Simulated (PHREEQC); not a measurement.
Solution (25 °C): 0.02 mol/kgw HCl, 0.00015 mol/kgw LiCl and 7.1e-05 mol/kgw Fe2(SO4)3. Closed to the air; pH follows from the charge balance.

Equilibrium calculation in PHREEQC: ion-association model, phreeqc.dat.

Precipitation was switched off in this run.

**Question.** Estimate the pH.

**Answer.** pH 1.75.

**Question.** In which forms is Fe present?

**Answer.** Fe+3 56 %, FeCl+2 17 %, FeSO4+ 13 %, FeOH+2 12 %, FeHSO4+2 0.9 %, FeCl2+ 0.9 % of the Fe.

Examples of supersaturated solids here: Hematite (slow to form), Goethite (slow to form). Others may be too.
